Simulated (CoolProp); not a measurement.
Saturation properties of carbonyl sulfide.

The numbers come from the reference Helmholtz-energy equation of state, Lemmon 2006 in CoolProp. It is a short technical equation, of lower accuracy than the large ones.

```tsv
T (°C)	p (MPa)	liquid density (kg/m³)	vapour density (kg/m³)	liquid cp (kJ/(kg K))	surface tension (mN/m)
-80.35	0.01947	1237	0.7361	1.163	26.6
-72.55	0.03148	1221	1.148	1.165	25.1
-64.85	___	1205	1.714	___	23.6
-57.05	0.07280	___	2.490	1.175	22.1
-49.35	0.1052	___	3.498	1.183	20.6
-41.55	0.1485	___	4.813	1.192	19.2
-33.85	0.2038	1139	6.452	1.203	17.8
-26.05	0.2745	1121	8.513	1.216	16.4
-18.35	0.3613	___	___	1.231	15.1
```

Problem. What belongs in the gaps?

Solution. 
- -64.85, p (MPa): 0.04859
- -64.85, liquid cp (kJ/(kg K)): 1.169
- -57.05, liquid density (kg/m³): 1189
- -49.35, liquid density (kg/m³): 1173
- -41.55, liquid density (kg/m³): 1156
- -18.35, liquid density (kg/m³): 1103
- -18.35, vapour density (kg/m³): 11.01

It boils at -50.2 °C under 1 atm.

Surface tension comes from a separate correlation (Mulero 2012).
